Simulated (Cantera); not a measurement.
A Cantera script and its output.

```python
import numpy as np
import cantera as ct

surf = ct.Interface("ptcombust.yaml", "Pt_surf")
gas = surf.adjacent["gas"]
gas.TPX = 850, 95000, {'CH4': 0.0023, 'O2': 0.011, 'N2': 0.79, 'H2O': 0.014}
surf.TP = 850, 95000
reactor = ct.FlowReactor(gas, clone=False)
reactor.area = 0.0001  # m2
reactor.surface_area_to_volume_ratio = 780  # 1/m
reactor.mass_flow_rate = 1.8 * reactor.area * gas.density  # inlet velocity 1.8 m/s
reactor.energy_enabled = False
wall = ct.ReactorSurface(surf, reactor, clone=False)
net = ct.ReactorNet([reactor])
net.rtol, net.atol = 1e-8, 1e-16
show, cover = ['CH4', 'O2', 'H2O', 'CO2', 'CO'], ['PT(S)', 'H(S)', 'O(S)', 'OH(S)', 'CO(S)', 'C(S)']

rows = []
print(f"{'z/m':>9s}{'u/(m/s)':>9s}" + "".join(f"{s:>13s}" for s in show + cover))
for z in [0.00016, 0.00027, 0.00044, 0.00074, 0.0012, 0.0021, 0.0034, 0.0057, 0.0095, 0.016]:
    net.advance(z)
    rows.append([reactor.speed, *gas[show].X, *surf[cover].coverages])
    print(f"{z:9.4g}{rows[-1][0]:9.3g}" + "".join(f"{x:13.4e}" for x in rows[-1][1:]))
```

Result:

```
      z/m  u/(m/s)          CH4           O2          H2O          CO2           CO        PT(S)         H(S)         O(S)        OH(S)        CO(S)         C(S)
  0.00016      1.8   2.8094e-03   1.3450e-02   1.7139e-02   4.5221e-06   2.3581e-07   1.3006e-01   7.5414e-08   8.6636e-01   3.5577e-03   1.0676e-05   2.8393e-08
  0.00027      1.8   2.8061e-03   1.3443e-02   1.7146e-02   7.6732e-06   3.5282e-07   1.3009e-01   7.5449e-08   8.6634e-01   3.5586e-03   1.0773e-05   2.8372e-08
  0.00044      1.8   2.8011e-03   1.3433e-02   1.7156e-02   1.2589e-05   4.8257e-07   1.3012e-01   7.5501e-08   8.6630e-01   3.5600e-03   1.0876e-05   2.8338e-08
  0.00074      1.8   2.7922e-03   1.3415e-02   1.7173e-02   2.1346e-05   6.1438e-07   1.3017e-01   7.5587e-08   8.6625e-01   3.5625e-03   1.0971e-05   2.8276e-08
   0.0012      1.8   2.7786e-03   1.3388e-02   1.7201e-02   3.4853e-05   6.9645e-07   1.3024e-01   7.5714e-08   8.6617e-01   3.5661e-03   1.1009e-05   2.8177e-08
   0.0021      1.8   2.7521e-03   1.3335e-02   1.7254e-02   6.1268e-05   7.2758e-07   1.3038e-01   7.5954e-08   8.6603e-01   3.5732e-03   1.0966e-05   2.7980e-08
   0.0034      1.8   2.7142e-03   1.3260e-02   1.7329e-02   9.9137e-05   7.2274e-07   1.3057e-01   7.6296e-08   8.6583e-01   3.5832e-03   1.0858e-05   2.7696e-08
   0.0057      1.8   2.6481e-03   1.3128e-02   1.7461e-02   1.6517e-04   7.0621e-07   1.3091e-01   7.6898e-08   8.6547e-01   3.6007e-03   1.0662e-05   2.7194e-08
   0.0095      1.8   2.5417e-03   1.2915e-02   1.7674e-02   2.7159e-04   6.7914e-07   1.3146e-01   7.7877e-08   8.6489e-01   3.6289e-03   1.0340e-05   2.6373e-08
    0.016      1.8   2.3672e-03   1.2566e-02   1.8023e-02   4.4597e-04   6.3459e-07   1.3239e-01   7.9512e-08   8.6392e-01   3.6753e-03   9.7979e-06   2.4990e-08
```

Model: Deutschmann's 1995 Pt surface mechanism with GRI-Mech 3.0 gas chemistry, integrated in Cantera. Catalytic surfaces can have several steady states; this one follows from the mechanism file's or the stated starting coverage. Mass transfer to the wall is taken as infinitely fast.
